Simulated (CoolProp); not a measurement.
A single-stage vapour-compression cycle with CH2F2 (R32): evaporating at 236.15 K (dew point), condensing at 266.15 K (bubble point), superheat 2 K, subcooling 5 K, compressor efficiency 0.8, no pressure losses. Each further row changes one setting.

Computed with CoolProp (reference Helmholtz-energy equation of state, Tillner-Roth 1997).

| case | cooling COP | pressure ratio | discharge temperature (K) | refrigerating effect (kJ/kg) | volumetric capacity (kJ/m³) |
|---|---|---|---|---|---|
| as stated | 5.63 | 3.18 | 314.0 | 326 | 1850 |
| evaporating temperature 241.15 K | 7.04 | 2.57 | 304.6 | 328 | 2290 |
| condensing temperature 261.15 K | 6.90 | 2.68 | 301.9 | 334 | 1900 |
| subcooling 10 K | 5.77 | 3.18 | 314.0 | 334 | 1900 |
| superheat 12 K | 5.49 | 3.18 | 326.6 | 335 | 1810 |
| compressor efficiency 0.7 | 4.92 | 3.18 | 322.5 | 326 | 1850 |
